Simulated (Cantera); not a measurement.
An isothermal plug-flow reactor at 848 K and 0.770 bar (inlet), inlet velocity 0.056 m/s, active area per volume 350 1/m; feed CH4 : O2 : N2 : H2O = 0.0056 : 0.014 : 0.79 : 0.069 (molar parts), equivalence ratio 0.80.

Detailed kinetics in Cantera: Deutschmann's 1995 Pt surface mechanism with GRI-Mech 3.0 gas chemistry. Catalytic surfaces can have several steady states; this one follows from the mechanism file's or the stated starting coverage. Mass transfer to the wall is taken as infinitely fast.

x: gas mole fraction; θ: surface coverage.

| z (m) | x CH4 | x O2 | x H2O | x CO2 | x CO | θ free Pt | θ O* | θ OH* |
|---|---|---|---|---|---|---|---|---|
| 0.00043 | 0.00596 | 0.0151 | 0.0794 | 0.000414 | 1.59e-6 | 0.133 | 0.860 | 0.00700 |
| 0.00072 | 0.00568 | 0.0146 | 0.0799 | 0.000687 | 1.53e-6 | 0.134 | 0.859 | 0.00706 |
| 0.0012 | 0.00525 | 0.0137 | 0.0808 | ? | 1.42e-6 | 0.136 | 0.856 | 0.00715 |
| 0.002 | 0.00456 | 0.0123 | 0.0822 | 0.00181 | 1.25e-6 | 0.140 | 0.852 | 0.00729 |
| 0.0034 | 0.00348 | 0.0102 | 0.0843 | 0.00289 | 9.79e-7 | 0.148 | 0.845 | 0.00754 |
| 0.0056 | 0.00212 | 0.00745 | 0.0870 | 0.00424 | 6.21e-7 | 0.160 | 0.832 | 0.00791 |
| 0.0093 | 0.000755 | 0.00471 | 0.0898 | 0.00561 | 2.33e-7 | 0.178 | 0.814 | 0.00838 |
| 0.016 | ? | 0.00335 | 0.0911 | 0.00629 | ? | 0.191 | 0.801 | 0.00867 |
| 0.026 | 1.76e-6 | 0.00321 | 0.0913 | 0.00636 | 6.27e-10 | 0.192 | 0.799 | 0.00871 |
| 0.043 | 2.98e-9 | 0.00320 | 0.0913 | 0.00636 | 5.10e-11 | 0.192 | 0.799 | 0.00871 |

**Question.** What belongs in the gaps?

**Answer.** 
- 0.0012, x CO2: 0.00112
- 0.016, x CH4: 7.36e-5
- 0.016, x CO: 2.37e-8
